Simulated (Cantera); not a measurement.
Feed: 1 mol MgO, 0.91 mol C, 0.17 mol H2, equilibrated at 0.830 bar.

Cantera equilibrium calculation (NASA polynomials, part measured and part estimated; ideal gas, pure solids and liquids). Candidate condensed phases: C, C6H6, C7H8, C8H18, H2O, Mg, MgCO3, MgO, Mg(OH)2; 116 gas species. Equilibrium is a limit: real reactors are often held back by kinetics, nucleation or transport. All values below are at 902 °C.

Base state: H2 0.985, CH4 0.0154 (mole fractions); condensed: C(graphite) + MgO(s).

Task: What changes in the equilibrium state with this change: pressure from 0.830 bar to 0.133 bar?

Result: 
```
species           before    after
----------------  ------  -------
H2                 0.985    0.997
CH4               0.0154  0.00254
C(graphite), mol   0.907    0.910
MgO(s), mol         1.00    1.000
```
